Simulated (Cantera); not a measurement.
An isothermal, constant-pressure homogeneous reactor starts with 14.5 % CH4, 85.5 % H2, at 1950 K and 0.484 atm.

Computed with Cantera and GRI-Mech 3.0 (53 species, 325 reactions). GRI-Mech 3.0 stops at C3 and has no aromatics, soot or wall deposition, so with more carbon than oxygen in the feed, carbon stays in small species such as C2H2 where larger ones or solid carbon would form.

x: mole fraction; the columns are a selection and need not sum to one.

| t (s) | x CH4 | x H2 | x C2H | x CH3 | x H | x C2H6 |
|---|---|---|---|---|---|---|
| 5.00e-5 | 0.142 | 0.855 | 3.93e-10 | 0.00236 | 0.000728 | 5.33e-5 |
| 0.000251 | 0.125 | 0.863 | 1.17e-7 | 0.00369 | 0.00130 | 0.000121 |
| 0.00126 | [?] | 0.890 | [?] | [?] | 0.00138 | [?] |
| 0.00631 | 0.0257 | 0.920 | 1.32e-6 | 0.000835 | 0.00151 | 5.81e-6 |
| 0.0316 | [?] | 0.932 | 1.60e-6 | [?] | 0.00158 | [?] |
| 0.159 | 0.00235 | 0.934 | 1.66e-6 | 7.96e-5 | 0.00159 | 7.58e-8 |
| 0.795 | 0.00228 | 0.934 | 1.66e-6 | 7.71e-5 | 0.00159 | 7.26e-8 |
| 3.99 | 0.00228 | 0.934 | 1.66e-6 | 7.71e-5 | 0.00159 | 7.26e-8 |
| 20.0 | 0.00228 | 0.934 | 1.66e-6 | 7.71e-5 | 0.00159 | 7.26e-8 |

Complete the blanks.


- 0.00126, x CH4: 0.0776
- 0.00126, x C2H: 6.68e-7
- 0.00126, x CH3: 0.00237
- 0.00126, x C2H6: 4.87e-5
- 0.0316, x CH4: 0.00588
- 0.0316, x CH3: 0.000198
- 0.0316, x C2H6: 3.41e-7
